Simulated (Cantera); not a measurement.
Charge: 1 mol c-C4F8, 0.026 mol CH4, 3 mol H2, equilibrated at 0.670 bar.

Equilibrium computed with Cantera from the NASA thermochemical tables; the gas is ideal and each condensed phase is pure. Candidate condensed phases: C, C6H6, C7H8, C8H18; 95 gas species. The feed counts by its element totals alone. Kinetics and transport are ignored.

At 3300 K, list the 4 most abundant gas species with their mole fractions, and the condensed phases.

HF 0.757, F 0.161, CF 0.0327, CF2 0.0274. Condensed: C(graphite).
